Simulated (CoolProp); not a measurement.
A single-stage vapour-compression cycle with C3F8 (R218): evaporating at 214.15 K (dew point), condensing at 249.15 K (bubble point), superheat 5 K, subcooling 2 K, compressor efficiency 0.8, no pressure losses. Each further row changes one setting.

Computed with CoolProp (reference Helmholtz-energy equation of state, Lemmon 2006). It is a short technical equation, of lower accuracy than the large ones.

```tsv
case	cooling COP	pressure ratio	discharge temperature (K)	refrigerating effect (kJ/kg)	volumetric capacity (kJ/m³)
as stated	4.10	5.33	252.6	84.3	291
evaporating temperature 219.15 K	5.05	4.04	252.3	87.4	392
condensing temperature 244.15 K	4.96	4.34	248.3	89.3	309
subcooling 7 K	4.34	5.33	252.6	89.3	309
superheat 15 K	4.21	5.33	262.8	91.1	300
compressor efficiency 0.7	3.59	5.33	256.4	84.3	291
```
